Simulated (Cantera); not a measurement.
A closed system holds: 1 mol acetone, 1.9 mol O2, 7.9 mol H2, 0.31 mol H2O, at 17000 Pa.

These are equilibrium values from Cantera (NASA tables, ideal gas, pure condensed phases), not measurements of a reactor. Candidate condensed phases: C, C6H6, C7H8, C8H18, H2O; 110 gas species. The feed counts by its element totals alone. Kinetics and transport are ignored.

x: gas mole fraction; nothing condenses.

```
T (K)   x H2   x CO  x H2O      x H    x CO2      x OH  x O
-----  -----  -----  -----  -------  -------  --------  ---
1923   0.649  0.201  0.138  0.00184  0.00997   3.38e-5  [?]
1973   0.648  0.201  0.139  0.00263  0.00960   5.35e-5  [?]
2023   0.647  0.201  0.139  0.00370  0.00927   8.28e-5  [?]
2073   0.645  0.202  0.139  0.00512  0.00896  0.000126  [?]
2123   0.643  0.202  0.139  0.00698  0.00868  0.000187  [?]
2173   0.641  0.202  0.139  0.00937  0.00843  0.000272  [?]
2223   0.638  0.202  0.139   0.0124  0.00819  0.000390  [?]
2273   0.635  0.201  0.139   0.0162  0.00797  0.000550  [?]
2323   0.631  0.201  0.138   0.0210  0.00776  0.000765  [?]
2373   0.626  0.201  0.138   0.0268  0.00757   0.00105  [?]
```

Complete the blanks.


- 1923, x O: 7.15e-8
- 1973, x O: 1.60e-7
- 2023, x O: 3.45e-7
- 2073, x O: 7.16e-7
- 2123, x O: 1.44e-6
- 2173, x O: 2.79e-6
- 2223, x O: 5.26e-6
- 2273, x O: 9.66e-6
- 2323, x O: 1.73e-5
- 2373, x O: 3.02e-5
